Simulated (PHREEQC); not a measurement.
**City or well water: speciation**

A made-up water analysis in mg/L, 25 °C, pH 6.59, pe 11.7: Na 28.4; K 63.8; Ca 95.6; Mg 11; Cl 87; S(6) as SO4 169; Alkalinity as HCO3 69.5; Sr 1.54.

Valence states are taken as typed.

All values are PHREEQC results (ion-association model, phreeqc.dat), not measurements.

| Quantity | Result |
|---|---|
| ionic strength | 0.0112 mol/kgw |
| specific conductance | 845 µS/cm |
| charge-balance error | 10.2 % |

```csv
species,molality,activity,log γ
Cl-,0.00246,0.00220,-0.048
Ca+2,0.00213,0.00140,-0.182
K+,0.00162,0.00145,-0.048
SO4-2,0.00145,0.000947,-0.184
Na+,0.00123,0.00111,-0.046
HCO3-,0.00111,0.00100,-0.045
CO2,0.000579,0.000580,0.001
Mg+2,0.000392,0.000259,-0.179
CaSO4,0.000235,0.000236,0.001
MgSO4,5.75e-5,5.76e-5,0.001
CaHCO3+,1.99e-5,1.79e-5,-0.045
Sr+2,1.55e-5,1.02e-5,-0.181
KSO4-,1.07e-5,9.67e-6,-0.045
```

Precipitation was switched off in this run.
